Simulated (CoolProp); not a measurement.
Aqueous magnesium chloride as a coolant, at 5 °C, 1 atm.

Model: Melinder's fits for secondary coolants, in CoolProp.

| mass % | freezing point (°C) | viscosity (mPa s) | density (kg/m³) | Prandtl number | cp (kJ/(kg K)) |
|---|---|---|---|---|---|
| 2.3 | -1.4 | 1.73 | 1020 | 12.3 | 4.049 |
| 5.6 | -3.4 | 1.89 | 1048 | 12.9 | 3.842 |
| 8.9 | -6.8 | 2.20 | 1078 | 14.5 | 3.646 |
| 12.2 | -11.7 | 2.69 | 1108 | 17.1 | 3.459 |
| 15.4 | -17.6 | 3.16 | 1137 | 19.4 | 3.290 |
| 18.7 | [?] | [?] | 1168 | 22.1 | [?] |
| 22 | -35.4 | 5.92 | 1202 | 34.2 | 2.980 |
| 25.3 | -52.1 | 27.5 | 1242 | 157 | [?] |
| 28.5 | [?] | 1250 | [?] | 7270 | 2.691 |

Task: Fill in the missing entries.

Result: 
- 18.7, freezing point (°C): -25.1
- 18.7, viscosity (mPa s): 3.72
- 18.7, cp (kJ/(kg K)): 3.128
- 25.3, cp (kJ/(kg K)): 2.838
- 28.5, freezing point (°C): -80.3
- 28.5, density (kg/m³): 1293
